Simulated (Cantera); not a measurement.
Feed: 1 mol c-C4F8, 4.1 mol H2, at 0.260 bar.

Equilibrium computed with Cantera from the NASA thermochemical tables; the gas is ideal and each condensed phase is pure. Candidate condensed phases: C, C6H6, C7H8, C8H18; 95 gas species. The feed counts by its element totals alone. The numbers say what is thermodynamically allowed, not how fast it happens. All values below are at 3150 K.

Base state: HF 0.893, H 0.0460, F 0.0360, H2 0.00916, CF 0.00559, C3 0.00548, CF2 0.00101, C2H 0.000912 (mole fractions); condensed: C(graphite).

What changes in the equilibrium state with this change: H2 from 4.1 to 0.17 mol?


| species | before | after |
|---|---|---|
| F | 0.0360 | 0.582 |
| CF2 | 0.00101 | 0.263 |
| CF | 0.00559 | 0.0904 |
| HF | 0.893 | 0.0536 |
| H | 0.0460 | 0.000170 |
| H2 | 0.00916 | 1.26e-7 |
| C2H2 (acetylene) | 0.000862 | 1.18e-8 |
| CF4 | 1.42e-8 | 0.000972 |
| C(graphite), mol | 3.75 | 1.62 |
Gases not in the tables: C2F6 and larger saturated fluorocarbons.
